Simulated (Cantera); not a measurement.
What does this Cantera script print?

```python
import numpy as np
import cantera as ct

gas = ct.Solution("gri30.yaml")
gas.TPX = 1275, 500, {'H2': 0.0068, 'O2': 1, 'H2O': 0.011}
reactor = ct.IdealGasConstPressureReactor(gas, energy="off", clone=False)
net = ct.ReactorNet([reactor])
net.rtol, net.atol = 1e-08, 1e-18
show = ['H2', 'O2', 'HO2', 'H2O2', 'H']
times = np.geomspace(7e-05, 3, 10)

steps = ct.SolutionArray(gas, extra=["t"])
rows = []
print(f"{'t/s':>10s}{'T/K':>9s}{'P/Pa':>11s}" + "".join(f"{s:>11s}" for s in show))
for t in times:
    while net.time < t:
        t_next = net.step()
        steps.append(gas.state, t=t_next)
    rows.append([np.interp(t, steps.t, y) for y in (steps.T, steps.P, *steps(*show).X.T)])
    print(f"{t:10.3e}{rows[-1][0]:9.1f}{rows[-1][1]:11.4g}" + "".join(f"{x:11.3e}" for x in rows[-1][2:]))
rate = np.gradient(steps.T, steps.t)
print("integrator steps:", len(steps.t))
if steps.T.max() > steps.T[0] + 200:
    print(f"time of steepest temperature rise: {steps.t[rate.argmax()]:.4e} s")
gas.TPX = 1275, 500, {'H2': 0.0068, 'O2': 1, 'H2O': 0.011}
gas.equilibrate("TP")
print(f"equilibrium (TP): T = {gas.T:.1f} K  " + "  ".join(f"{s} {gas[s].X[0]:.3e}" for s in show))
```

Output:

```
       t/s      T/K       P/Pa         H2         O2        HO2       H2O2          H
 7.000e-05   1275.0        500  6.681e-03  9.825e-01  6.100e-10  9.074e-15  4.088e-10
 2.290e-04   1275.0        500  6.681e-03  9.825e-01  1.996e-09  9.663e-14  7.317e-10
 7.489e-04   1275.0        500  6.681e-03  9.825e-01  6.527e-09  1.020e-12  1.219e-09
 2.450e-03   1275.0        500  6.681e-03  9.825e-01  2.135e-08  1.044e-11  4.232e-09
 8.013e-03   1275.0        500  6.678e-03  9.825e-01  7.076e-08  9.807e-11  1.407e-07
 2.621e-02   1275.0        500  6.339e-04  9.768e-01  3.449e-07  1.565e-08  3.211e-04
 8.573e-02   1275.0        500  4.671e-05  9.764e-01  2.728e-07  8.896e-09  2.480e-04
 2.804e-01   1275.0        500  4.147e-05  9.771e-01  2.570e-07  8.633e-09  2.067e-04
 9.172e-01   1275.0        500  2.923e-05  9.786e-01  2.145e-07  7.825e-09  1.214e-04
 3.000e+00   1275.0        500  1.247e-05  9.808e-01  1.327e-07  5.804e-09  3.345e-05
integrator steps: 698
equilibrium (TP): T = 1275.0 K  H2 1.391e-08  O2 9.824e-01  HO2 1.042e-08  H2O2 5.546e-11  H 1.238e-09
```

Cantera simulation using GRI-Mech 3.0 (53 species, 325 reactions); the numbers are that mechanism's predictions, not measurements. Radical loss at walls, strong at low pressure, is not modelled.
